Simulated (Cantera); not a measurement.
A perfectly stirred reactor is fed with 45.5 % C2H6, 54.5 % H2, at 0.0260 bar; it is held at 1875 K, and followed from long to short residence time.

Model: GRI-Mech 3.0 (53 species, 325 reactions), integrated in Cantera. GRI-Mech 3.0 stops at C3 and has no aromatics, soot or wall deposition, so with more carbon than oxygen in the feed, carbon stays in small species such as C2H2 where larger ones or solid carbon would form. Radical loss at walls, strong at low pressure, is not modelled.

Q: Predict: x(C2H6) at τ = 29.0 s; x(H2) at τ = 29.0 s; x(CH2) at τ = 29.0 s; x(C2H4) at τ = 29.0 s; x(C2H2) at τ = 29.0 s; x(C2H6) at τ = 24.0 ms; x(H2) at τ = 24.0 ms; x(CH2) at τ = 24.0 ms; x(C2H4) at τ = 24.0 ms; x(C2H2) at τ = 24.0 ms.

A: 
```json
{
  "x(C2H6) at τ = 29.0 s": "4.24e-7",
  "x(H2) at τ = 29.0 s": "0.757",
  "x(CH2) at τ = 29.0 s": "1.20e-6",
  "x(C2H4) at τ = 29.0 s": "6.89e-5",
  "x(C2H2) at τ = 29.0 s": "0.237",
  "x(C2H6) at τ = 24.0 ms": "0.000490",
  "x(H2) at τ = 24.0 ms": "0.700",
  "x(CH2) at τ = 24.0 ms": "2.16e-5",
  "x(C2H4) at τ = 24.0 ms": "0.00274",
  "x(C2H2) at τ = 24.0 ms": "0.213"
}
```
